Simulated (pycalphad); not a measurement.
An equivalent pycalphad script:

```python
from pycalphad import Database, equilibrium, calculate, variables as v
import numpy as np
db = Database('COST507.tdb')
comps = ['AL', 'SI', 'C', 'VA']
phases = ['AL4C3', 'AL4SIC4', 'AL8SIC7', 'CSI', 'DIAMOND_A4', 'FCC_A1', 'GRAPHITE', 'LIQUID']
eq = equilibrium(db, comps, phases, {v.X('SI'): 0.0034, v.X('C'): 0.0041, v.T: np.arange(1850, 499, -75), v.P: 101325, v.N: 1}, output=['HM', 'SM'])
```

All values are pycalphad results on the COST 507 light-alloy database (1999) (1 atm), not direct measurements. These are 1990s assessments: newer ones move some temperatures and phases. Phase fractions are per mole of atoms. Diffusion is slow at the low end, where real alloys seldom reach equilibrium.

Results at three of the temperatures:

```
T = 1700.00 K, P = 101325 Pa, N = 1 mol of atoms
G = -100771 J/mol, H = 53084 J/mol, S = 90.50 J/(mol K)  (SER reference)
chemical potentials (J/mol): Al -100696, Si -161954, C -68348
phase             fraction      x(Al)      x(Si)       x(C)
LIQUID              0.9934     0.9953     0.0034     0.0013
AL4C3               0.0066     0.5713   0.000153     0.4286
```

```
T = 1400.00 K, P = 101325 Pa, N = 1 mol of atoms
G = -74555 J/mol, H = 43265 J/mol, S = 84.16 J/(mol K)  (SER reference)
chemical potentials (J/mol): Al -74422, Si -121081, C -68299
phase             fraction      x(Al)      x(Si)       x(C)
LIQUID              0.9905     0.9965     0.0034    2.9e-05
AL4C3               0.0095     0.5713   0.000127     0.4286
```

```
T = 1175.00 K, P = 101325 Pa, N = 1 mol of atoms
G = -56227 J/mol, H = 36131 J/mol, S = 78.60 J/(mol K)  (SER reference)
chemical potentials (J/mol): Al -56053, Si -91559, C -69029
phase             fraction      x(Al)      x(Si)       x(C)
LIQUID              0.9904     0.9966     0.0034   4.81e-07
AL4C3               0.0096     0.5713   0.000106     0.4286
```

Changes of the phase set, refined by bisection:

| T (K) | phases above | phases below |
|---|---|---|
| 1818.9 | liquid | AL4C3 + liquid |
| 931.4 | AL4C3 + liquid | AL4C3 + fcc + liquid |
| 927.8 | AL4C3 + fcc + liquid | AL8SIC7 + fcc + liquid |
| 916.6 | AL8SIC7 + fcc + liquid | AL8SIC7 + fcc |
| 682.3 | AL8SIC7 + fcc | AL8SIC7 + diamond (Si) + fcc |

Database names, with the compositions (at.%) that they take in these runs: AL4C3: Al 57 C 43; AL8SIC7: Al 50 C 44 Si 6.
